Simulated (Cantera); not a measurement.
A closed system holds: 1 mol SiCl4, 16 mol NH3, equilibrated at 2025 K and 14.0 Pa.

These are equilibrium values from Cantera (NASA tables, ideal gas, pure condensed phases), not measurements of a reactor. The tables' values for SiCl, SiN are old estimates; treat these amounts as uncertain. Kinetics and transport are ignored.

| species | before | after |
|---|---|---|
| HCl | 0.0878 | 0.373 |
| SiCl2 | 0.00190 | 0.193 |
| Cl | 0.0145 | 0.141 |
| H2 | 0.538 | 0.102 |
| H | 0.119 | 0.0519 |
| N2 | 0.214 | 0.105 |
| Si | 0.0237 | 0.0251 |
| SiCl3 | 5.67e-7 | 0.000562 |
| SiCl | 0.000887 | 0.00919 |
| SiH | 0.000132 | 6.07e-5 |
| SiN | 3.19e-5 | 2.36e-5 |
| Si2 | 1.49e-5 | 1.67e-5 |
Gas species are given as mole fractions.

Task: Which change was made?
(A) pressure from 14.0 Pa to 30.0 Pa
(B) pressure from 14.0 Pa to 1.00 bar
(C) NH3 from 16 to 0.92 mol
(D) temperature from 2025 K to 2075 K

Result: C, NH3 from 16 to 0.92 mol. The tables' values for SiCl, SiCl3, SiN are old estimates; treat these amounts as uncertain
